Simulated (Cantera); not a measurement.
Input: 1 mol SiF4, 18 mol N2O, 27 mol N2, equilibrated at 848 K and 1000 Pa.

Equilibrium computed with Cantera from the NASA thermochemical tables; the gas is ideal and each condensed phase is pure. Candidate condensed phases: Si, SiO2, Si2N2O, Si3N4; 28 gas species. Rates play no part.

Base state: N2 0.818, O2 0.164, SiF4 0.0182 (mole fractions); condensed: gas only.

### Question
What changes in the equilibrium state with this change: SiF4 replaced by Si2H6?

### Answer
```csv
species,before,after
N2,0.818,0.841
O2,0.164,0.103
H2O,0,0.0561
SiF4,0.0182,0
"SiO2(β-quartz), mol",0,2.00
```
The feed counts by its element totals alone. Further candidate phases: H2O.
